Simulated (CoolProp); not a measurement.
Properties of decamethyltetrasiloxane (MD2M) along the isobar 1.01 bar (Tc = 599.4 K, pc = 11.44 bar, ω = 0.635).

Model: reference Helmholtz-energy equation of state, Thol 2017, in CoolProp.

```tsv
T (K)	phase	density (kg/m³)	cp (kJ/(kg K))	cv (kJ/(kg K))	isothermal compressibility (1/MPa)	fugacity coefficient
346.6	liquid	800.4	1.842	1.562	0.002447	0.01264
367.7	liquid	779.0	1.892	1.615	0.002954	0.03591
388.8	liquid	757.1	1.940	1.666	0.003612	0.08756
409.9	liquid	734.6	1.987	1.714	0.004489	0.1882
431	liquid	711.1	2.033	___	0.005696	0.3643
452.2	liquid	686.2	2.080	1.803	0.007432	0.6468
473.3	gas	8.575	1.824	1.786	10.71	___
494.4	gas	8.117	1.863	1.827	10.57	0.9439
515.5	gas	7.714	___	___	10.46	0.9515
536.6	gas	7.356	1.937	1.904	10.37	0.9579
557.8	gas	7.033	1.973	1.940	10.30	___
578.9	gas	6.742	2.007	1.975	10.25	0.9679
600	gas	6.476	2.040	2.009	10.20	0.9719
```

Question: Fill in the missing entries.

Answer: 
- 431, cv (kJ/(kg K)): 1.759
- 473.3, fugacity coefficient: 0.9348
- 515.5, cp (kJ/(kg K)): 1.901
- 515.5, cv (kJ/(kg K)): 1.866
- 557.8, fugacity coefficient: 0.9633
